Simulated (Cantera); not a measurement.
An isothermal plug-flow reactor at 1050 K and 100000 Pa (inlet), inlet velocity 0.91 m/s, active area per volume 580 1/m; feed 0.362 % CH₄, 1.40 % O₂, 92.3 % N₂, 5.96 % H₂O, equivalence ratio 0.52.

Computed with Cantera and Deutschmann's 1995 Pt surface mechanism with GRI-Mech 3.0 gas chemistry. Catalytic surfaces can have several steady states; this one follows from the mechanism file's or the stated starting coverage. Mass transfer to the wall is taken as infinitely fast.

One state of this run: x CH₄ = 0.00327; x O₂ = 0.0133; x H₂O = 0.0603; x CO₂ = 0.000347; x CO = 2.95e-6; θ free Pt = 0.381; θ O* = 0.614; θ OH* = 0.00453. x: gas mole fraction; θ: surface coverage.

Q: Which value of z (m) does it belong to?
(A) 0.0023
(B) 0.018
(C) 0.0005
(D) 0.0064

A: C, 0.0005
